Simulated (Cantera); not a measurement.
A closed system holds: 1 mol SiF4, 0.11 mol N2O, equilibrated at 277 °C and 65.0 Pa.

Cantera equilibrium calculation (NASA polynomials, part measured and part estimated; ideal gas, pure solids and liquids). Candidate condensed phases: Si, SiO2, Si2N2O, Si3N4; 28 gas species. The numbers say what is thermodynamically allowed, not how fast it happens.

Base state: SiF4 0.858, N2 0.0944, O2 0.0472 (mole fractions); condensed: gas only.

Problem. What changes in the equilibrium state with this change: SiF4 replaced by TEOS?

Solution. 
```tsv
species	before	after
H2	0	0.664
H2O	0	0.175
CH4	0	0.121
SiF4	0.858	0
O2	0.0472	<1e-9
CO2	0	0.0260
N2	0.0944	0.0119
CO	0	0.00171
C(graphite), mol	0	6.62
SiO2(α-quartz), mol	0	1.00
```
The feed counts by its element totals alone. Further candidate phases: C, C6H6, C7H8, C8H18, H2O, SiC.
